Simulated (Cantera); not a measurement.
Cantera run:

```python
import numpy as np
import cantera as ct

gas_names = [...]  # 110 gases of nasa_gas.yaml made of C, H, O
cond_names = """
    C(gr) C6H6(L) C7H8(L) C8H18(L),n-octa H2O(s) H2O(L)
""".split()


# ... load() reads the species with a 1 bar reference pressure and builds the phases ...
atoms = {
    'C3H6': {'C': 3, 'H': 6},
    'O2': {'O': 2},
    'H2': {'H': 2},
}
top_T = {'C(gr)': 4500}  # K; cautious upper limits of use, not melting points


# ... equilibrate(T, P, feed) seeds the gas with the atoms and calls Mixture.equilibrate('TP', solver="vcs", rtol=1e-11, max_steps=5000) ...
results = []
feed = {'C3H6': 1, 'O2': 0.012, 'H2': 2.3}  # mol
P = 100000  # Pa
for T in [1848, 1948, 2048, 2148, 2248, 2348, 2448]:
    mix = equilibrate(T, P, feed)
    results.append((T, P, feed, dict(zip(mix.species_names, mix.species_moles))))

top = {s: max(r[3][s] / sum(r[3][g] for g in gas_names) for r in results) for s in gas_names}
cols = sorted((s for s in top if top[s] > 0.0001), key=lambda s: -top[s])[:5]
seen = [c for c in cond_names if any(r[3].get(c, 0) > 1e-12 for r in results)]
print("log10 of partial pressures in bar; condensed amounts in mol")
print(f"{'T/K':>10s}" + "".join(f"{s[:9]:>10s}" for s in cols + seen))
for T, P, feed, n in results:
    ng = sum(n[g] for g in gas_names)
    print(f"{T:10.4g}" + "".join(f"{np.log10(max(n[s] / ng * P / 1e5, 1e-99)):10.3f}" for s in cols)
          + "".join(f"{n.get(c, 0):10.4g}" for c in seen))
```

It prints:

```
log10 of partial pressures in bar; condensed amounts in mol
       T/K        H2         H C2H2,acet        CO       CH4     C(gr)
      1848    -0.003    -3.277    -3.592    -2.346    -3.186      2.97
      1948    -0.003    -2.948    -3.271    -2.346    -3.316     2.968
      2048    -0.004    -2.652    -2.983    -2.346    -3.433     2.963
      2148    -0.005    -2.382    -2.723    -2.347    -3.540     2.954
      2248    -0.007    -2.137    -2.487    -2.348    -3.638      2.94
      2348    -0.010    -1.913    -2.272    -2.349    -3.729     2.917
      2448    -0.014    -1.708    -2.078    -2.350    -3.815     2.884
```

These are equilibrium values from Cantera (NASA tables, ideal gas, pure condensed phases), not measurements of a reactor.
